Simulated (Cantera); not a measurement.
Mixture: C₃H₈ : O₂ : N₂ = 1 : 3.12 : 10 (molar parts), equivalence ratio 1.6, at 0.424 atm, adiabatic and at constant pressure. Ignition delay is the time to a rise of 400 K.

Computed with Cantera and GRI-Mech 3.0 (53 species, 325 reactions). GRI-Mech 3.0 was tuned for natural gas; its chemistry of propane as a main component is partial and can be far from experiment.

Question: Predict: delay at 1150 K; delay at 1250 K; delay at 1350 K; delay at 1450 K; delay at 1550 K; apparent activation energy between 1450 and 1550 K.

Answer: 
* **delay at 1150 K**: 24.5 ms
* **delay at 1250 K**: 3.26 ms
* **delay at 1350 K**: 0.675 ms
* **delay at 1450 K**: 0.209 ms
* **delay at 1550 K**: 89.0 µs
* **apparent activation energy between 1450 and 1550 K**: 160 kJ/mol
